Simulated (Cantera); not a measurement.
A freely propagating, adiabatic, planar premixed flame of H2 : O2 : N2 = 1 : 0.769 : 2.89 (molar parts), unburnt at 350 K and 3.30 bar; unity-Lewis-number transport, grid criteria slope 0.08 and curve 0.16, no radiation.

Cantera simulation using the H2/O2 subset of GRI-Mech 3.0, which has no nitrogen chemistry; the numbers are that mechanism's predictions, not measurements. The hydrogen kinetics of GRI-Mech 3.0 are dated; newer H2 mechanisms differ, most at raised pressure. Unity Lewis numbers drop preferential diffusion, which matters most where H2 and H carry the flame. Burning velocities carry a grid error of a few per cent, more on coarse grids. Lean hydrogen flames are cellular in practice and burn faster than this planar one.

x: mole fraction of selected species; z is measured from the peak of heat release.

| z (mm) | T (K) | u (m/s) | x H2 | x O2 | x OH | x O | x HO2 | x H2O |
|---|---|---|---|---|---|---|---|---|
| -0.219 | 350 | 1.32 | 0.215 | 0.165 | <1e-8 | <1e-8 | 1.96e-7 | 2.23e-5 |
| -0.146 | 351 | 1.33 | 0.214 | 0.165 | <1e-8 | 1.00e-8 | 1.56e-6 | 0.000176 |
| -0.109 | 355 | 1.34 | 0.214 | 0.165 | <1e-8 | 3.65e-8 | 5.05e-6 | 0.000564 |
| -0.0729 | 380 | 1.43 | 0.211 | 0.163 | … | … | … | … |
| -0.0364 | 619 | 2.30 | 0.185 | 0.151 | 3.37e-5 | 3.29e-5 | 0.000404 | 0.0334 |
| -0.0182 | 967 | 3.51 | 0.140 | 0.130 | 0.000650 | 0.000456 | 0.000503 | 0.0817 |
| 0 | 1345 | 4.76 | 0.0755 | 0.0992 | 0.00328 | 0.00303 | 0.000260 | 0.147 |
| 0.0182 | 1587 | 5.52 | 0.0310 | 0.0764 | 0.00750 | 0.00620 | 0.000150 | 0.192 |
| 0.0364 | 1714 | 5.90 | 0.0155 | 0.0677 | 0.00953 | 0.00655 | 0.000102 | 0.211 |
| 0.0729 | 1831 | 6.24 | … | 0.0642 | 0.00930 | … | … | 0.223 |
| 0.146 | 1910 | 6.47 | 0.00344 | 0.0636 | 0.00703 | 0.00197 | 2.87e-5 | 0.232 |
| 0.292 | 1950 | 6.59 | 0.00126 | 0.0637 | 0.00452 | 0.000719 | 1.13e-5 | 0.236 |
| 0.583 | 1968 | 6.64 | 0.000442 | 0.0640 | 0.00278 | 0.000257 | 4.65e-6 | 0.238 |

Some entries are withheld; supply them.


- -0.0729, x OH: 9.37e-8
- -0.0729, x O: 4.19e-7
- -0.0729, x HO2: 3.52e-5
- -0.0729, x H2O: 0.00364
- 0.0729, x H2: 0.00763
- 0.0729, x O: 0.00437
- 0.0729, x HO2: 6.03e-5
